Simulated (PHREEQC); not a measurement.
A solution holds 0.0015 mol AgNO3, 0.011 mol NaCl and 5.1e-05 mol Cu(NO3)2 per kg of water, at 25 °C. Closed to the air; pH follows from the charge balance.

All values are PHREEQC results (ion-association model, wateq4f.dat), not measurements.

```json
[
 {"quantity": "pH", "before": "5.92", "after": "6.58"},
 {"quantity": "ionic strength (mol/kgw)", "before": "0.0112", "after": "0.000124"}
]
```

Problem. What was changed between the two runs?
A) NaCl left out
B) AgNO3 replaced by Ba(NO3)2 at the same molality
C) Cu(NO3)2 replaced by Pb(NO3)2 at the same molality
D) diluted 100-fold with water
E) NaCl replaced by FeCl3 at the same molality

Solution. D, diluted 100-fold with water

No solid was allowed to form. Some of these states are supersaturated (in Cerargyrite, for instance). The database's constant for dissolved Cu(OH)2 is higher than later reviews accept.
